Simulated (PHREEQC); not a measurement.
A solution holds 0.017 mol/kgw HF and 0.0071 mol/kgw NaF, at 25 °C. Closed to the air; pH follows from the charge balance.

Equilibrium calculation in PHREEQC: ion-association model, phreeqc.dat.

Each row changes one thing in this solution. This is a speciation only: nothing precipitates in the calculation.

```
case                            pH  ionic strength (mol/kgw)  HF (mol/kgw)  F- (mol/kgw)  HF2- (mol/kgw)
----------------------------  ----  ------------------------  ------------  ------------  --------------
as made                       2.86                   0.00856        0.0150       0.00810        0.000467
0.019 mol/kgw HCl added       1.92                    0.0206             ?       0.00145               ?
NaF left out                  2.51                   0.00328        0.0136       0.00312        0.000162
temperature from 25 to 80 °C  3.26                   0.00768        0.0159             ?        0.000490
temperature from 25 to 20 °C  2.83                   0.00867             ?             ?        0.000452
```

Question: Fill in the missing entries.

Answer: 
- 0.019 mol/kgw HCl added, HF (mol/kgw): 0.0224
- 0.019 mol/kgw HCl added, HF2- (mol/kgw): 0.000124
- temperature from 25 to 80 °C, F- (mol/kgw): 0.00719
- temperature from 25 to 20 °C, HF (mol/kgw): 0.0149
- temperature from 25 to 20 °C, F- (mol/kgw): 0.00822

Constants without temperature data keep their 25 °C values here.
